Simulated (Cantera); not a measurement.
Feed: 1 mol AlN, 21 mol HCl, at 56.0 Pa.

These are equilibrium values from Cantera (NASA tables, ideal gas, pure condensed phases), not measurements of a reactor. Candidate condensed phases: Al, AlCl3, AlN, NH4Cl; 20 gas species. The tables' values for AlCl2 are old estimates; treat these amounts as uncertain. Equilibrium is a limit: real reactors are often held back by kinetics, nucleation or transport. All values below are at 1875 K.

Base state: HCl 0.793, H2 0.0693, Cl 0.0632, N2 0.0224, AlCl 0.0205, AlCl3 0.0137, AlCl2 0.0105, H 0.00729 (mole fractions); condensed: gas only.

Task: What changes in the equilibrium state with this change: 0.59 mol H2O added?

Result: 
```
species         before     after
-------------  -------  --------
HCl              0.793     0.805
H2              0.0693    0.0762
Cl              0.0632    0.0611
AlCl            0.0205    0.0128
AlCl3           0.0137   0.00799
AlCl2           0.0105   0.00632
N2              0.0224    0.0218
H2O                  0   0.00114
AlOCl                0  0.000341
Cl2            1.14e-5   1.06e-5
H              0.00729   0.00765
Al2O3(s), mol        0     0.185
```
Further candidate phases: Al2O3, H2O.
